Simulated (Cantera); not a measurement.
Input: 1 mol Ta(OEt)₅, 3.4 mol CH₄, held at 52.0 Pa.

These are equilibrium values from Cantera (NASA tables, ideal gas, pure condensed phases), not measurements of a reactor. Candidate condensed phases: C, C₆H₆, C₇H₈, C₈H₁₈, H₂O, Ta, TaC, Ta₂O₅; 113 gas species. The feed counts by its element totals alone. Kinetics and transport are ignored.

Task: At 800 K, list the 5 most abundant gas species with their mole fractions, and the condensed phases.

Result: H₂ 0.885, CO 0.112, H₂O 0.00121, CO₂ 0.000649, CH₄ 0.000548. Condensed: C(graphite) + Ta₂O₅(s).
